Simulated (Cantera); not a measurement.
A perfectly stirred reactor is fed with 3.19 % H₂, 96.8 % O₂, equivalence ratio 0.017, at 0.0132 atm; it is held at 1325 K, and followed from long to short residence time.

Cantera simulation using the H2/O2 subset of GRI-Mech 3.0, which has no nitrogen chemistry; the numbers are that mechanism's predictions, not measurements. Radical loss at walls, strong at low pressure, is not modelled.

One state of this run: x H₂ = 0.000284; x O₂ = 0.954; x H = 0.000980; x H₂O = 0.0303; x OH = 0.00240. x: mole fraction; the columns are a selection and need not sum to one.

Question: Which value of τ (s) does it belong to?
A) 0.15
B) 0.046
C) 1.7
D) 0.00039

Answer: A, 0.15
